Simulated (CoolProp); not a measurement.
The fluid at 298.15 K and 0.0325 MPa expands adiabatically to 0.00307 MPa with isentropic efficiency 0.7. The same conditions are run with several fluids, on thermodynamics alone (safety and materials aside).

Model: reference Helmholtz-energy equation of state of each fluid (trans-2-butene: Lemmon 2005; n-pentane: Thol 2019; cis-2-butene: Lemmon 2005; vinyl chloride: Thol 2022; R1233zd(E): Akasaka 2022), in CoolProp.

**Question.** Rank trans-2-butene, n-pentane, cis-2-butene, vinyl chloride, R1233zd(E) by work (kJ/kg), highest first.

**Answer.** trans-2-butene (64.6), cis-2-butene (63.9), vinyl chloride (53.8), n-pentane (51.7), R1233zd(E) (28.2)

| fluid | final temperature (K) | final density (kg/m³) |
|---|---|---|
| trans-2-butene | 253.6 | 0.0818 |
| n-pentane | 264.7 | 0.101 |
| cis-2-butene | 249.9 | 0.0830 |
| vinyl chloride | 229.3 | 0.101 |
| R1233zd(E) | 259.2 | 0.186 |
